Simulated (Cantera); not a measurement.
Standard-state values (1 bar) from the NASA 1993 polynomials, evaluated with Cantera. Values are per mole of reaction as written; species without (g) are pure solids or liquids, kept so even where they would boil at 1 bar.

Task: Between 450 and 800 K, where is each reaction favourable under standard conditions?
- S + O₃(g) = SO₃(g)
- 2 O(g) = O₂(g)
- 2 SO₃(g) = 2 O₃(g) + S₂(g)

Result: 
- S + O₃(g) = SO₃(g): ΔG° is -530 kJ at 450 K and -519 kJ at 800 K; it stays negative (K > 1). ΔH° is -548 kJ and ΔS° -37 J/K at 800 K.
- 2 O(g) = O₂(g): ΔG° is -445 kJ at 450 K and -401 kJ at 800 K; it stays negative (K > 1). ΔH° is -504 kJ and ΔS° -128 J/K at 800 K.
- 2 SO₃(g) = 2 O₃(g) + S₂(g): ΔG° is 1116 kJ at 450 K and 1048 kJ at 800 K; it stays positive (K < 1). ΔH° is 1205 kJ and ΔS° 197 J/K at 800 K.
